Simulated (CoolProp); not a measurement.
The fluoroketone C6F12O (FK-5-1-12) along the isotherm -32.05 °C: density (kg/m³) from the reference equation and from simpler models built on Tc = 168.7 °C, pc = 1.869 MPa, ω = 0.471; each cubic takes its own stable root.

Values from CoolProp's reference Helmholtz-energy equation of state, McLinden 2015.

| p (MPa) | phase | reference |
|---|---|---|
| 0.0719 | liquid | 1764 |
| 0.144 | liquid | 1765 |
| 0.216 | liquid | 1765 |
| 0.288 | liquid | 1765 |
| 0.359 | liquid | 1765 |
| 0.431 | liquid | 1765 |
| 0.503 | liquid | 1765 |
| 0.575 | liquid | 1766 |
| 0.647 | liquid | 1766 |
| 0.719 | liquid | 1766 |
| 0.791 | liquid | 1766 |
| 0.863 | liquid | 1766 |
| 0.935 | liquid | 1767 |

Task: How far does each simpler model (van der Waals, Redlich-Kwong, Soave-Redlich-Kwong, Peng-Robinson) lie from the reference over these 13 states: mean and median of the absolute difference, and the worst?

Result: 
- van der Waals: mean 46.0 %, median 41.6 %, worst -99.3 % at -32.05 °C and 0.0719 MPa
- Redlich-Kwong: mean 13.7 %, median 13.8 %, worst -13.8 % at -32.05 °C and 0.0719 MPa
- Soave-Redlich-Kwong: mean 9.4 %, median 9.5 %, worst -9.5 % at -32.05 °C and 0.0719 MPa
- Peng-Robinson: mean 1.9 %, median 1.9 %, worst +1.9 % at -32.05 °C and 0.935 MPa

At some of these states van der Waals gives the other phase, because its saturation line lies elsewhere.
